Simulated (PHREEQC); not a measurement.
Dissolve 0.0031 mol NaBr and 0.032 mol MgSO4 per kg of water at 25 °C. Closed to the air; pH follows from the charge balance.

The numbers come from PHREEQC with the ion-association model, phreeqc.dat.

Each row changes one thing in this solution. This is a speciation only: nothing precipitates in the calculation.

| case | ionic strength (mol/kgw) | Na+ (mol/kgw) |
|---|---|---|
| as made | 0.0762 | 0.00299 |
| NaBr from 0.0031 to 0.00062 mol/kgw | 0.0733 | 0.000598 |
| 0.026 mol/kgw Na2SO4 added | 0.136 | 0.0518 |
| diluted 5-fold with water | 0.0191 | 0.000612 |
| 0.0056 mol/kgw KCl added | 0.0827 | 0.00299 |
| MgSO4 from 0.032 to 0.064 mol/kgw | 0.134 | 0.00294 |
| MgSO4 left out | 0.00310 | 0.00310 |
